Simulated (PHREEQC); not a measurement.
1 kg of water holding 0.02 mol NaCl, 0.12 mol MgCl2, 0.0038 mol MgSO4 and 0.31 mol KCl is evaporated at 30 °C; the solids stay in contact with the brine. The system is closed to CO2. Solids allowed: Arcanite, Bischofite, Bloedite, Brucite, Carnallite, Epsomite, Glaserite, Halite, Hexahydrite, Kainite, Kieserite, Leonite, Mirabilite, Misenite, Schoenite, Sylvite, Thenardite, MgCl2_4H2O. Others were left out.

All values are PHREEQC results (Pitzer model, pitzer.dat), not measurements.

Q: Predict ionic strength, water activity, Sylvite (mol), S in solution (mol/kgw) at water left (kg) = 0.1156, 0.09502, 0.07809, 0.0293.

A: 
| water left (kg) | ionic strength | water activity | Sylvite (mol) | S in solution (mol/kgw) |
|---|---|---|---|---|
| 0.1156 | 6.10 | 0.827 | 0 | 0.0329 |
| 0.09502 | 7.18 | 0.791 | 0.0230 | 0.0400 |
| 0.07809 | 7.70 | 0.774 | 0.104 | 0.0487 |
| 0.0293 | 13.8 | 0.508 | 0.293 | 0.130 |
